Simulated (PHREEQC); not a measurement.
0.12 g of hydrous ferric oxide (600 m²/g; 0.2 weak and 0.005 strong sites per Fe, Dzombak-Morel constants, diffuse double layer) in 1 kg of water with 0.001 mol/kgw of an inert sodium salt and 0.78 mmol/kgw NaH2PO4 and 0.17 mmol/kgw ZnCl2, at 25 °C; the pH is set by adding NaOH or the inert anion's acid. Oxygen is held at 0.21 atm. CO2 from the air is kept out. Nothing may precipitate in this run.

The numbers come from PHREEQC with the ion-association model, wateq4f.dat.

```
pH    P sorbed (%)  Zn sorbed (%)  surface charge σ (C/m²)  surface potential ψ (mV)
----  ------------  -------------  -----------------------  ------------------------
4             33.8            0.0                    0.003                        30
4.38          33.4            0.2                    0.002                        17
4.75          32.8            0.7                    0.001                         5
5.12          31.9            2.2                   -0.001                        -7
5.5           30.7            3.6                   -0.002                       -19
5.88          29.1            4.8                   -0.004                       -30
6.25           [?]            9.9                   -0.005                       -39
6.62           [?]           27.0                   -0.005                       -44
7             20.4           52.8                   -0.005                       -42
7.38          17.9           72.5                   -0.005                       -37
7.75          15.9           84.7                   -0.004                       -31
8.12          14.3           92.7                   -0.004                       -30
8.5           13.1           96.8                   -0.005                       -33
8.88          12.2           97.8                   -0.006                       [?]
9.25          11.2           97.3                   -0.006                       -42
9.62          10.0           95.5                   -0.007                       -45
10             8.1           91.6                   -0.008                       -48
```

Task: Fill in the missing entries.

Result: 
- 6.25, P sorbed (%): 26.9
- 6.62, P sorbed (%): 23.8
- 8.88, surface potential ψ (mV): -38

Along this series the solution becomes supersaturated in solids that the run did not let form, among them Zincite(c), Zn3(PO4)2:4w. H3PO4, which wateq4f.dat lacks, is added to it with the constant of phreeqc.dat. The database has no phosphate complexes of Zn.
